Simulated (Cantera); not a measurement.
Ammonia decomposition in nitride growth gas

A perfectly stirred reactor is fed with 18.6 % NH₃, 74.5 % N₂, 6.89 % H₂, at 0.133 bar; it is held at 1823 K, and followed from long to short residence time.

Cantera simulation using the gas-phase N/H chemistry of the illustrative SiF4/NH3 mechanism in the Surface Chemkin manual (1991); the numbers are that mechanism's predictions, not measurements. Walls and surfaces, which speed up NH3 decomposition in real reactors, are not modelled.

```json
[
 {"τ (s)": "11", "x NH₃": "0.0281", "x NH₂": "5.34e-5", "x H₂": "0.259", "x N₂H₂": "5.55e-8", "x NH": "1.68e-6", "x H": "0.000182"},
 {"τ (s)": "3.7", "x NH₃": "0.0597", "x NH₂": "9.13e-5", "x H₂": "0.221", "x N₂H₂": "1.42e-7", "x NH": "2.27e-6", "x H": "0.000125"},
 {"τ (s)": "1.3", "x NH₃": "0.103", "x NH₂": "0.000135", "x H₂": "0.170", "x N₂H₂": "2.82e-7", "x NH": "2.78e-6", "x H": "8.25e-5"},
 {"τ (s)": "0.47", "x NH₃": "0.142", "x NH₂": "0.000171", "x H₂": "0.122", "x N₂H₂": "4.28e-7", "x NH": "3.08e-6", "x H": "5.45e-5"},
 {"τ (s)": "0.17", "x NH₃": "0.167", "x NH₂": "0.000193", "x H₂": "0.0918", "x N₂H₂": "5.25e-7", "x NH": "3.17e-6", "x H": "3.95e-5"},
 {"τ (s)": "0.059", "x NH₃": "0.179", "x NH₂": "0.000202", "x H₂": "0.0773", "x N₂H₂": "5.56e-7", "x NH": "3.11e-6", "x H": "3.24e-5"},
 {"τ (s)": "0.021", "x NH₃": "0.184", "x NH₂": "0.000198", "x H₂": "0.0717", "x N₂H₂": "5.20e-7", "x NH": "2.89e-6", "x H": "2.88e-5"},
 {"τ (s)": "0.0075", "x NH₃": "0.185", "x NH₂": "0.000176", "x H₂": "0.0697", "x N₂H₂": "3.89e-7", "x NH": "2.31e-6", "x H": "2.47e-5"}
]
```
x: mole fraction; the columns are a selection and need not sum to one.
